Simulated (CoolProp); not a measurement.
Vapour-liquid equilibrium of cis-2-butene (1) + acetone (2) at 350.1 K; x and y are mole fractions of (1).

Model: multi-fluid Helmholtz-energy mixture model, Lemmon 2005 and Lemmon 2006; pair parameters Bell 2016, in CoolProp.

| x | bubble pressure (MPa) | y at the bubble point | dew pressure at overall composition x (MPa) | liquid density (mol/L) |
|---|---|---|---|---|
| 0.05 | [?] | 0.292 | 0.2069 | 12.29 |
| 0.125 | 0.3726 | 0.506 | 0.2236 | 12.04 |
| 0.2 | 0.4583 | 0.618 | 0.2430 | 11.80 |
| 0.275 | 0.5295 | 0.686 | 0.2660 | 11.56 |
| 0.35 | 0.5880 | 0.732 | 0.2935 | 11.32 |
| 0.425 | 0.6362 | [?] | 0.3270 | 11.09 |
| 0.5 | 0.6766 | [?] | [?] | [?] |
| 0.575 | 0.7115 | 0.818 | 0.4216 | 10.66 |
| 0.65 | 0.7429 | 0.841 | [?] | 10.46 |
| 0.725 | 0.7724 | 0.865 | 0.5788 | 10.28 |
| 0.8 | 0.8008 | 0.892 | 0.6857 | 10.11 |
| 0.875 | 0.8282 | 0.925 | 0.7831 | 9.957 |
| 0.95 | [?] | 0.966 | 0.8448 | 9.827 |

Q: Fill in the missing entries.

A: 
- 0.05, bubble pressure (MPa): 0.2719
- 0.425, y at the bubble point: 0.766
- 0.5, y at the bubble point: 0.794
- 0.5, dew pressure at overall composition x (MPa): 0.3687
- 0.5, liquid density (mol/L): 10.87
- 0.65, dew pressure at overall composition x (MPa): 0.4900
- 0.95, bubble pressure (MPa): 0.8536

No azeotrope shows between x = 0.05 and 0.95.

Pair parameters are fitted to limited data, so mixtures are less certain than the pure fluids.
